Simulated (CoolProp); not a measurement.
Vapour-liquid equilibrium of dimethyl ether (1) + n-hexane (2) at 302.2 K; x and y are mole fractions of (1).

Model: multi-fluid Helmholtz-energy mixture model, Wu 2011 and Thol 2019; pair parameters Bell 2016, in CoolProp.

```
x     bubble pressure, mixture model (MPa)  bubble pressure, Raoult's law (MPa)  y, mixture model  y, Raoult's law
----  ------------------------------------  -----------------------------------  ----------------  ---------------
0.05                               0.06581                              0.05589             0.645            0.592
0.2                                 0.1858                               0.1516             0.887            0.874
0.35                                0.2901                               0.2474             0.936            0.937
0.5                                 0.3786                               0.3431             0.958            0.965
0.65                                0.4579                               0.4388             0.972            0.981
0.8                                 0.5377                               0.5346             0.983            0.991
0.95                                0.6281                               0.6303             0.996            0.998
```

The largest gap from Raoult's law is +22.6 % in bubble pressure, at x = 0.2. No azeotrope shows between x = 0.05 and 0.95.

The pair parameters rest on a limited set of measurements; away from them the model extrapolates.
